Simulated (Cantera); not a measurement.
Charge: 1 mol Si2Cl6, 0.61 mol Cl2, 210 mol H2, equilibrated at 1123 K and 10.0 mbar.

Equilibrium computed with Cantera from the NASA thermochemical tables; the gas is ideal and each condensed phase is pure. Candidate condensed phases: Si; 19 gas species. The feed counts by its element totals alone. The tables' values for SiCl3 are old estimates; treat these amounts as uncertain. Rates play no part.

Base state: H2 0.971, HCl 0.0264, SiCl2 0.00152, SiCl4 0.000595, SiHCl3 0.000375, SiCl3 0.000270, SiH2Cl2 2.89e-5 (mole fractions); condensed: Si(s).

### Question
What changes in the equilibrium state with this change: Si2Cl6 replaced by SiH4?

### Answer
```json
[
 {"species": "H2", "before": "0.971", "after": "0.994"},
 {"species": "HCl", "before": "0.0264", "after": "0.00558"},
 {"species": "SiCl2", "before": "0.00152", "after": "6.62e-5"},
 {"species": "SiCl4", "before": "0.000595", "after": "1.13e-6"},
 {"species": "SiCl3", "before": "0.000270", "after": "2.45e-6"},
 {"species": "SiHCl3", "before": "0.000375", "after": "3.44e-6"},
 {"species": "SiH2Cl2", "before": "2.89e-5", "after": "1.29e-6"},
 {"species": "Si(s), mol", "before": "1.41", "after": "0.984"}
]
```
